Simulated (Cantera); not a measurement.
Mixture: CH₄ : O₂ : N₂ = 1 : 1.82 : 6.84 (molar parts), equivalence ratio 1.1, at 0.987 atm, adiabatic and at constant pressure. Ignition delay is the time to a rise of 400 K.

Detailed kinetics in Cantera: GRI-Mech 3.0 (53 species, 325 reactions).

**Question.** At T0 = 1598 K, what is the delay, and which 5 reactions control it most (d ln τ / d ln k, from doubling and halving each rate constant)?

**Answer.** The delay is 0.487 ms.
| reaction | d ln τ / d ln k | faster rate |
|---|---|---|
| CH3 + O2 <=> CH3O + O | -0.41 | shortens it |
| H + O2 <=> O + OH | -0.33 | shortens it |
| CH4 + H <=> CH3 + H2 | 0.25 | lengthens it |
| 2 CH3 (+M) <=> C2H6 (+M) | 0.23 | lengthens it |
| CH3 + HO2 <=> CH3O + OH | -0.14 | shortens it |
